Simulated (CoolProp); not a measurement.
n-pentane along the isotherm 506.4 K: density (kg/m³) from the reference equation and from simpler models built on Tc = 469.7 K, pc = 3.368 MPa, ω = 0.251; each cubic takes its own stable root.

Computed with CoolProp (reference Helmholtz-energy equation of state, Thol 2019).

```tsv
p (MPa)	phase	reference	ideal gas	Redlich-Kwong	Peng-Robinson
0.016	gas	0.2745	0.2742	0.2745	0.2746
0.0249	gas	0.4275	0.4267	0.4275	0.4276
0.0387	gas	0.6652	0.6632	0.6652	0.6654
0.0603	gas	1.038	1.033	1.038	1.039
0.0939	gas	1.621	1.609	1.621	1.623
0.146	gas	2.531	2.502	2.532	2.535
0.228	gas	3.979	3.907	3.981	3.988
0.354	gas	6.243	6.066	6.249	6.265
0.552	gas	(withheld)	9.459	9.915	(withheld)
0.859	gas	15.83	14.72	15.87	15.97
1.34	gas	25.88	22.96	(withheld)	26.23
2.08	gas	43.61	35.64	43.95	44.52
3.24	gas	80.58	55.52	(withheld)	82.85
5.05	supercritical	205.1	86.54	(withheld)	194.7
```

Q: Complete the blanks.

A: 
- 0.552, reference: 9.900
- 0.552, Peng-Robinson: 9.956
- 1.34, Redlich-Kwong: 25.99
- 3.24, Redlich-Kwong: 81.98
- 5.05, Redlich-Kwong: 206.3
